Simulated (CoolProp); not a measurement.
Computed with CoolProp (reference Helmholtz-energy equation of state, Beckmüller 2019).

Problem. Give the vapour pressure (MPa), liquid density (kg/m³), enthalpy of vaporisation (kJ/kg), liquid cp (kJ/(kg K)) of saturated n-octane at 544.3 K.

Solution. 
```json
[
 {"T (K)": "544.3", "p (MPa)": "1.76", "liquid density (kg/m³)": "408", "enthalpy of vaporisation (kJ/kg)": "140", "liquid cp (kJ/(kg K))": "3.99"}
]
```
